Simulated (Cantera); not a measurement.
**Calcination and drying: Mg(OH)₂ + C + O₂**

Feed: 1 mol Mg(OH)₂, 0.016 mol C, 0.12 mol O₂, equilibrated at 83.0 Pa.

These are equilibrium values from Cantera (NASA tables, ideal gas, pure condensed phases), not measurements of a reactor. Candidate condensed phases: C, C₆H₆, C₇H₈, C₈H₁₈, H₂O, Mg, MgCO₃, MgO, Mg(OH)₂; 116 gas species. Kinetics and transport are ignored.

```tsv
T (K)	x H₂O	x O₂	x H₂	x OH	x H	x CO₂	x O	x CO	n MgO(s)
975	0.893	0.0929	4.14e-9	1.00e-6	2.55e-12	0.0143	7.63e-10	4.14e-11	1.00
1075	0.893	0.0929	7.13e-8	6.45e-6	1.36e-10	0.0143	1.39e-8	1.06e-9	1.00
1175	0.893	0.0928	7.60e-7	3.04e-5	3.71e-9	0.0143	1.54e-7	1.56e-8	1.00
1275	0.893	0.0928	5.62e-6	0.000112	6.06e-8	0.0143	1.18e-6	1.49e-7	1.00
1375	0.893	0.0928	3.11e-5	0.000343	6.63e-7	0.0143	6.73e-6	1.03e-6	1.00
1475	0.892	0.0927	0.000137	0.000899	5.27e-6	0.0143	3.03e-5	5.44e-6	1.00
1575	0.891	0.0925	0.000500	0.00209	3.23e-5	0.0143	0.000113	2.32e-5	1.000
1675	0.887	0.0922	0.00156	0.00437	0.000159	0.0142	0.000360	8.28e-5	1.000
1775	0.879	0.0922	0.00428	0.00841	0.000657	0.0140	0.00101	0.000252	1.000
1875	0.863	0.0928	0.0104	0.0150	0.00232	0.0134	0.00254	0.000664	1.000
1975	0.830	0.0950	0.0223	0.0252	0.00709	0.0124	0.00589	0.00150	1.000
2075	0.770	0.0999	0.0421	0.0396	0.0190	0.0106	0.0128	0.00283	0.996
```
x: gas mole fraction; n: condensed amount in mol.

From 975 K to 2075 K the condensed part is MgO(s).
